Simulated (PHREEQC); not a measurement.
1 kg of water holding 0.017 mol K2CO3 and 0.082 mol NaOH meets 20 L of dry gas (CH4 1 by moles) at fixed total pressure, at 30 atm; fugacities by Peng-Robinson. The gases take part in no redox reaction, some water evaporates into the gas, and hydrates or a liquid gas phase aren't modelled. Precipitation was switched off in this run.

All values are PHREEQC results (ion-association model, phreeqc.dat), not measurements.

```
T (°C)  dissolved CH4 (mol/kgw)  φ of CH4
------  -----------------------  --------
10                       0.0604     0.924
20                       0.0462     0.932
30                       0.0377     0.939
40                       0.0325     0.946
50                       0.0293     0.951
60                       0.0274     0.956
70                       0.0264     0.961
80                       0.0260     0.965
90                       0.0260     0.969
```

Species that the database lacks are ignored. Constants without temperature data keep their 25 °C values here.
